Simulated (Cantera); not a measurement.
# Ignition delay

Mixture: 9.10 % CH4, 0.328 % H2, 25.9 % O2, 64.7 % N2, equivalence ratio 0.71, at 2.10 bar, adiabatic and at constant pressure. Ignition delay is the time to a rise of 400 K.

Detailed kinetics in Cantera: GRI-Mech 3.0 (53 species, 325 reactions).

```tsv
T0 (K)	delay (ms)
1100	32.2
1175	12.7
1250	5.08
1325	2.13
1400	0.946
1475	0.452
1550	0.232
1625	0.129
1700	0.0760
```

The apparent activation energy between 1550 and 1700 K comes out as 160 kJ/mol.
